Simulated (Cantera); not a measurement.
What does this Cantera script print?

```python
import numpy as np
import cantera as ct

gas_names = """
    CL CLO CL2 H HCL HOCL HO2 H2 H2O H2O2 O OH O2 O3 Ti TiCL TiCL2 TiCL3 TiCL4 TiO TiOCL TiOCL2 TiO2
""".split()
cond_names = """
    H2O(s) H2O(L) Ti(a) Ti(b) Ti(L) TiCL2(s) TiCL3(s) TiCL4(L) TiO(a) TiO(b) TiO(L) TiO2(ru) TiO2(L)
    Ti2O3(a) Ti2O3(b) Ti2O3(L) Ti3O5(a) Ti3O5(b) Ti3O5(L) Ti4O7(s) Ti4O7(L)
""".split()


# ... load() reads the species with a 1 bar reference pressure and builds the phases ...
atoms = {
    'TiO2': {'Ti': 1, 'O': 2},
    'HCl': {'H': 1, 'CL': 1},
    'O2': {'O': 2},
}
top_T = {'TiCL2(s)': 1300, 'TiCL3(s)': 1000}  # K; cautious upper limits of use, not melting points


# ... equilibrate(T, P, feed) seeds the gas with the atoms and calls Mixture.equilibrate('TP', solver="vcs", rtol=1e-11, max_steps=5000) ...
results = []
feed = {'TiO2': 1, 'HCl': 63, 'O2': 6.9}  # mol
P = 3.7  # Pa
for T in [848, 898, 948, 998, 1048, 1098, 1148, 1198, 1248, 1298]:
    mix = equilibrate(T, P, feed)
    results.append((T, P, feed, dict(zip(mix.species_names, mix.species_moles))))

top = {s: max(r[3][s] / sum(r[3][g] for g in gas_names) for r in results) for s in gas_names}
cols = sorted((s for s in top if top[s] > 1e-05), key=lambda s: -top[s])[:5]
seen = [c for c in cond_names if any(r[3].get(c, 0) > 1e-12 for r in results)]
print("log10 of partial pressures in bar; condensed amounts in mol")
print(f"{'T/K':>10s}" + "".join(f"{s[:9]:>10s}" for s in cols + seen))
for T, P, feed, n in results:
    ng = sum(n[g] for g in gas_names)
    print(f"{T:10.4g}" + "".join(f"{np.log10(max(n[s] / ng * P / 1e5, 1e-99)):10.3f}" for s in cols)
          + "".join(f"{n.get(c, 0):10.4g}" for c in seen))
```

Output:

```
log10 of partial pressures in bar; condensed amounts in mol
       T/K       HCL        O2        CL       H2O       CL2  TiO2(ru)
       848    -4.507    -5.522    -7.497    -5.844    -5.849         1
       898    -4.502    -5.506    -7.120    -5.931    -5.946         1
       948    -4.498    -5.495    -6.787    -6.004    -6.042         1
       998    -4.497    -5.489    -6.496    -6.058    -6.145         1
      1048    -4.497    -5.488    -6.246    -6.084    -6.267         1
      1098    -4.500    -5.491    -6.038    -6.075    -6.416         1
      1148    -4.504    -5.499    -5.870    -6.032    -6.596         1
      1198    -4.511    -5.513    -5.733    -5.964    -6.796         1
      1248    -4.519    -5.531    -5.618    -5.885    -7.005         1
      1298    -4.529    -5.554    -5.521    -5.805    -7.213         1
```

Equilibrium computed with Cantera from the NASA thermochemical tables; the gas is ideal and each condensed phase is pure. Condensed phases not in the tables: TiOCl.
